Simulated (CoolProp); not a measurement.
Values from CoolProp's reference Helmholtz-energy equation of state, Schmidt 1985.

Question: Give the vapour pressure (MPa), liquid cp (kJ/(kg K)), surface tension (mN/m), vapour viscosity (µPa s) of saturated oxygen at 136.5 K.

Answer: 
| T (K) | p (MPa) | liquid cp (kJ/(kg K)) | surface tension (mN/m) | vapour viscosity (µPa s) |
|---|---|---|---|---|
| 136.5 | 2.38 | 2.44 | 2.77 | 11.3 |

Viscosity comes from a separate model (Lemmon 2004). Surface tension comes from a separate correlation (Mulero 2012).
